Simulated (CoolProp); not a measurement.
Properties of CHF3 (R23) along the isotherm 319.2 K (Tc = 299.3 K, pc = 4.832 MPa, ω = 0.263).

Computed with CoolProp (reference Helmholtz-energy equation of state, Penoncello 2003).

```tsv
p (MPa)	phase	Z	cp (kJ/(kg K))	cv (kJ/(kg K))	isothermal compressibility (1/MPa)	Prandtl number
0.929	gas	0.9425	0.8192	0.6613	1.144	0.825
1.86	gas	0.8807	0.8995	0.6849	0.6159	0.847
2.79	gas	0.8138	1.014	0.7126	0.4508	0.899
3.72	gas	0.7402	1.189	0.7462	0.3819	0.998
4.65	gas	0.6570	1.491	0.7878	0.3611	1.19
5.58	supercritical	0.5596	2.109	0.8401	0.3846	1.62
6.5	supercritical	0.4446	3.486	0.8951	0.4456	2.67
7.43	supercritical	0.3509	3.961	0.8955	0.3014	3.21
8.36	supercritical	0.3254	3.006	0.8605	0.1393	2.61
9.29	supercritical	0.3281	2.451	0.8380	0.07920	2.23
10.2	supercritical	0.3395	2.161	0.8247	0.05390	2.03
11.2	supercritical	0.3561	1.969	0.8151	0.03944	1.91
12.1	supercritical	0.3726	1.853	0.8091	0.03165	1.83
```

The peak of cp marks the crossing from liquid-like to gas-like fluid above the critical point.

Viscosity comes from a separate model (Shan 2000). Thermal conductivity comes from a separate model (Shan 2000).
